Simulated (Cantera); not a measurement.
Feed: 1 mol Fe2O3, 0.42 mol CH4, 0.15 mol H2, held at 900 K and 0.133 bar.

Cantera equilibrium calculation (NASA polynomials, part measured and part estimated; ideal gas, pure solids and liquids). Candidate condensed phases: C, C6H6, C7H8, C8H18, Fe, Fe(CO)5, FeO, Fe(OH)2, Fe(OH)3, Fe2O3, Fe3O4, H2O; 114 gas species. The tables' stoichiometric FeO is somewhat more stable than real wüstite, so its field is too wide. FeO: taken at fixed stoichiometry. Rates play no part.

Base state: H2 0.455, H2O 0.247, CO2 0.165, CO 0.132, CH4 0.000676 (mole fractions); condensed: FeO(s).

Question: What changes in the equilibrium state with this change: temperature from 900 K to 1173.15 K?

Answer: 
| species | before | after |
|---|---|---|
| H2 | 0.455 | 0.401 |
| H2O | 0.247 | 0.301 |
| CO | 0.132 | 0.187 |
| CO2 | 0.165 | 0.110 |
| CH4 | 0.000676 | 4.92e-7 |
| FeO(s), mol | 2.00 | 2.00 |

Question: What changes in the equilibrium state with this change: CH4 from 0.42 to 0.58 mol?

Answer: 
| species | before | after |
|---|---|---|
| H2 | 0.455 | 0.566 |
| CO | 0.132 | 0.202 |
| H2O | 0.247 | 0.125 |
| CO2 | 0.165 | 0.103 |
| CH4 | 0.000676 | 0.00395 |
| FeO(s), mol | 2.00 | 2.00 |

Question: What changes in the equilibrium state with this change: Fe2O3 replaced by SiO2?

Answer: 
| species | before | after |
|---|---|---|
| H2 | 0.455 | 0.962 |
| CH4 | 0.000676 | 0.0385 |
| CO | 0.132 | 1.60e-8 |
| H2O | 0.247 | 4.97e-9 |
| CO2 | 0.165 | <1e-9 |
| FeO(s), mol | 2.00 | 0 |
| C(graphite), mol | 0 | 0.383 |
| SiO2(β-quartz), mol | 0 | 1.00 |
Further candidate phases: Si, SiC, SiO2.
